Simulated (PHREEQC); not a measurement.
4.8 g of hydrous ferric oxide (600 m²/g; 0.2 weak and 0.005 strong sites per Fe, Dzombak-Morel constants, diffuse double layer) in 1 kg of water with 0.1 mol/kgw of an inert sodium salt, at 25 °C; the pH is set by adding NaOH or the inert anion's acid. Oxygen is held at 0.21 atm. The system is closed to CO2. No solid was allowed to form.

Equilibrium calculation in PHREEQC: ion-association model, wateq4f.dat.

| pH | surface charge σ (C/m²) | surface potential ψ (mV) |
|---|---|---|
| 4 | 0.322 | 146 |
| 5.33 | 0.178 | 116 |
| 6 | 0.112 | 93 |
| 6.67 | 0.063 | 67 |
| 8 | 0.004 | 5 |
| 9.33 | -0.051 | -57 |
| 10 | -0.094 | -85 |
| 10.67 | -0.155 | -109 |
| 12 | -0.308 | -140 |
